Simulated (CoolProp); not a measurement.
Computed with CoolProp (reference Helmholtz-energy equation of state, Thol 2018).

Question: For hydrogen chloride, give the phase and the density (kg/m³), cp (kJ/(kg K)), isothermal compressibility (1/MPa) at 507.9 K and 33.1 MPa; 424.5 K and 2.16 MPa; 545.9 K and 21.6 MPa.

Answer: 
- 507.9 K and 33.1 MPa: supercritical; density 352, cp 1.42, isothermal compressibility 0.0306
- 424.5 K and 2.16 MPa: gas; density 23.3, cp 0.861, isothermal compressibility 0.483
- 545.9 K and 21.6 MPa: supercritical; density 197, cp 1.11, isothermal compressibility 0.0493
